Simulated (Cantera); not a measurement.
An isothermal, constant-pressure homogeneous reactor starts with N₂O = 1 (molar parts), at 1098 K and 750 Torr.

Cantera simulation using GRI-Mech 3.0 (53 species, 325 reactions); the numbers are that mechanism's predictions, not measurements. GRI-Mech 3.0 was tuned for natural gas; its chemistry of N2O as a main component is partial and can be far from experiment. The mechanism lacks the step 2 NO + O2 → 2 NO2, which can matter for NO2 below about 1400 K. The temperature is held fixed by assumption; the heat of reaction is taken as removed at once.

x: mole fraction; the columns are a selection and need not sum to one.

```csv
t (s),x N₂O,x NO₂,x O,x O₂,x NO,x N₂
1.00e-6,1.00,<1e-12,?,1.82e-9,2.63e-10,3.67e-8
3.91e-6,1.00,<1e-12,?,2.49e-8,3.62e-9,1.61e-7
1.53e-5,1.000,<1e-12,?,2.64e-7,3.83e-8,7.97e-7
5.98e-5,1.000,1.22e-12,3.00e-7,1.66e-6,2.41e-7,3.75e-6
0.000234,1.000,2.35e-11,3.00e-7,7.32e-6,1.06e-6,1.55e-5
0.000914,1.000,3.80e-10,3.00e-7,2.94e-5,4.26e-6,6.13e-5
0.00358,1.000,5.82e-9,3.00e-7,0.000116,1.68e-5,0.000240
0.0140,0.999,8.48e-8,3.00e-7,0.000454,6.56e-5,0.000940
0.0547,0.994,1.08e-6,3.00e-7,0.00177,0.000255,0.00367
0.214,0.978,9.28e-6,2.98e-7,0.00683,0.000979,0.0142
0.836,0.918,4.54e-5,2.88e-7,0.0254,0.00360,0.0527
3.27,0.731,0.000155,?,0.0837,0.0115,0.173
12.8,0.361,0.000344,?,0.200,0.0249,0.414
50.0,0.0580,0.000449,?,0.298,0.0307,0.613
```

Task: Some entries are withheld; supply them.

Result: 
- 1.00e-6, x O: 3.29e-8
- 3.91e-6, x O: 1.10e-7
- 1.53e-5, x O: 2.49e-7
- 3.27, x O: 2.56e-7
- 12.8, x O: 1.69e-7
- 50.0, x O: 4.35e-8
